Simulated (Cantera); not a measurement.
**Thermodynamics of tantalum, niobium, vanadium and zirconium in process gases, feed V + N2O + H2**

Charge: 1 mol V, 0.35 mol N2O, 51 mol H2, held at 2450 K and 4.80 Pa.

Method: chemical equilibrium by Gibbs-energy minimisation in Cantera with the NASA 1993 tables (ideal gas, pure condensed phases). Candidate condensed phases: H2O, V, VN, VO, V2O3, V2O4, V2O5; 28 gas species. The numbers say what is thermodynamically allowed, not how fast it happens.

```yaml
x(H): 0.891
x(H2): 0.0943
x(V): 0.00790
x(N2): 0.00370
x(VO): 0.00256
x(O): 0.000724
x(VO2): 0.000122
x(OH): 0.000115
x(H2O): 6.26e-5
gas_amount: 94.50 mol
log10 activity of V(l) (absent): -3.12
log10 activity of V2O5(l) (absent): -19.79
```
